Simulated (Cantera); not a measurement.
A closed system holds: 1 mol Fe2O3, 0.037 mol Cl2, 0.66 mol N2, held at 0.190 bar.

Cantera equilibrium calculation (NASA polynomials, part measured and part estimated; ideal gas, pure solids and liquids). Candidate condensed phases: Fe, FeCl2, FeCl3, FeO, Fe2O3, Fe3O4; 19 gas species. Condensed phases not in the tables: FeOCl. The numbers say what is thermodynamically allowed, not how fast it happens.

x: gas mole fraction; n: condensed amount in mol.

```json
[
 {"T (°C)": "575", "x N2": "0.947", "x Cl2": "0.0520", "x O2": "0.000557", "x FeCl3": "0.000733", "x FeCl2": "2.42e-6", "x Cl": "1.40e-5", "n Fe2O3(s)": "1.000"},
 {"T (°C)": "625", "x N2": "0.947", "x Cl2": "0.0509", "x O2": "0.00107", "x FeCl3": "0.00141", "x FeCl2": "1.13e-5", "x Cl": "3.69e-5", "n Fe2O3(s)": "1.000"},
 {"T (°C)": "675", "x N2": "0.946", "x Cl2": "0.0492", "x O2": "0.00189", "x FeCl3": "0.00247", "x FeCl2": "4.39e-5", "x Cl": "8.71e-5", "n Fe2O3(s)": "0.999"},
 {"T (°C)": "725", "x N2": "0.946", "x Cl2": "0.0468", "x O2": "…", "x FeCl3": "…", "x FeCl2": "…", "x Cl": "…", "n Fe2O3(s)": "0.999"},
 {"T (°C)": "775", "x N2": "0.945", "x Cl2": "0.0434", "x O2": "…", "x FeCl3": "…", "x FeCl2": "…", "x Cl": "…", "n Fe2O3(s)": "0.998"},
 {"T (°C)": "825", "x N2": "0.944", "x Cl2": "0.0392", "x O2": "0.00695", "x FeCl3": "0.00816", "x FeCl2": "0.00110", "x Cl": "0.000672", "n Fe2O3(s)": "0.997"},
 {"T (°C)": "875", "x N2": "0.942", "x Cl2": "0.0342", "x O2": "0.00961", "x FeCl3": "0.0103", "x FeCl2": "0.00252", "x Cl": "0.00114", "n Fe2O3(s)": "0.996"},
 {"T (°C)": "925", "x N2": "0.940", "x Cl2": "0.0288", "x O2": "0.0128", "x FeCl3": "0.0119", "x FeCl2": "0.00514", "x Cl": "0.00180", "n Fe2O3(s)": "0.994"}
]
```

Q: Some entries are withheld; supply them.

A: 
- 775, x O2: 0.00478
- 775, x FeCl3: 0.00594
- 775, x FeCl2: 0.000428
- 775, x Cl: 0.000369
- 725, x O2: 0.00311
- 725, x FeCl3: 0.00399
- 725, x FeCl2: 0.000147
- 725, x Cl: 0.000187
